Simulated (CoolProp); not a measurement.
A closed Brayton cycle with nitrogen: compressor inlet 316.15 K and 3.6 MPa, high pressure 7.32 MPa, turbine inlet 875 K, compressor efficiency 0.85, turbine efficiency 0.85, recuperator effectiveness 0.8 (on enthalpy, no pinch check). Each further row changes one setting.

Values from CoolProp's reference Helmholtz-energy equation of state, Span 2000.

```tsv
case	thermal efficiency (%)	net work (kJ/kg)	compressor to turbine work	compressor exit (K)	turbine exit (K)
as stated	25.8	57.9	0.60	400.6	747.9
turbine inlet 825 K	?	49.5	0.64	400.6	?
compressor inlet 326.15 K	24.8	54.9	0.62	413.1	747.9
high pressure 6.22 MPa	?	?	?	379.6	?
recuperator effectiveness 0.5	17.1	57.9	0.60	400.6	747.9
```

Q: What belongs in the gaps?

A: 
- turbine inlet 825 K, thermal efficiency (%): 24.0
- turbine inlet 825 K, turbine exit (K): 704.0
- high pressure 6.22 MPa, thermal efficiency (%): 23.9
- high pressure 6.22 MPa, net work (kJ/kg): 48.6
- high pressure 6.22 MPa, compressor to turbine work: 0.58
- high pressure 6.22 MPa, turbine exit (K): 775.3
